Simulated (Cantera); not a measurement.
What does this Cantera script print?

```python
import numpy as np
import cantera as ct

gas_names = """
    H HNO HNO2 HNO3 HO2 H2 H2O H2O2 N NH NH2 NH3 NH2OH NO NO2 NO3 N2 N2H2 N2H4 N2O O OH O2 O3 Si SiH
    SiH2 SiH3 SiH4 SiN SiO SiO2 Si2 Si2N Si3
""".split()
cond_names = """
    H2O(s) H2O(L) Si(cr) Si(L) SiO2(Lqz) SiO2(hqz) SiO2(L) Si2N2O(s) Si3N4(a)
""".split()


# ... load() reads the species with a 1 bar reference pressure and builds the phases ...
atoms = {
    'Si3N4': {'Si': 3, 'N': 4},
    'N2O': {'N': 2, 'O': 1},
    'H2': {'H': 2},
}
top_T = {'Si2N2O(s)': 2100, 'Si3N4(a)': 2400}  # K; cautious upper limits of use, not melting points


# ... equilibrate(T, P, feed) seeds the gas with the atoms and calls Mixture.equilibrate('TP', solver="vcs", rtol=1e-11, max_steps=5000) ...
results = []
feed = {'Si3N4': 1, 'N2O': 0.041, 'H2': 2.7}  # mol
T = 1850  # K
P = 1000  # Pa
mix = equilibrate(T, P, feed)
results.append((T, P, feed, dict(zip(mix.species_names, mix.species_moles))))
print(gas.report(threshold=0.0001))
for i in range(1, mix.n_phases):
    print(f"{mix.phase(i).name:16s} {mix.phase_moles(i):12.5e} mol")
```

Output:

```
       temperature   1850 K
          pressure   1000 Pa
           density   0.00087497 kg/m^3
  mean mol. weight   13.459 kg/kmol
   phase of matter   gas

                          1 kg             1 kmol
                     ---------------   ---------------
          enthalpy        3.6731e+06        4.9435e+07  J
   internal energy        2.5302e+06        3.4053e+07  J
           entropy             19173        2.5804e+05  J/K
    Gibbs function       -3.1797e+07       -4.2794e+08  J
 heat capacity c_p            2564.4             34513  J/K
 heat capacity c_v            1946.6             26199  J/K

                      mass frac. Y      mole frac. X     chem. pot. / RT
                     ---------------   ---------------   ---------------
                 H        0.00030221          0.004035           -12.209
                H2          0.084037           0.56102           -24.418
                N2           0.88595           0.42563            -32.14
                Si         0.0013457        0.00064486           -5.4331
               SiO          0.028007         0.0085505           -45.275
     [  +30 minor]        0.00036065        0.00011796

Si(L)             2.95519e+00 mol
SiO2(L)           0.00000e+00 mol
Si2N2O(s)         0.00000e+00 mol
Si3N4(a)          0.00000e+00 mol
```

Equilibrium computed with Cantera from the NASA thermochemical tables; the gas is ideal and each condensed phase is pure. The tables' values for SiN are old estimates; treat these amounts as uncertain. Gases not in the tables: Si2H6 and higher silanes.
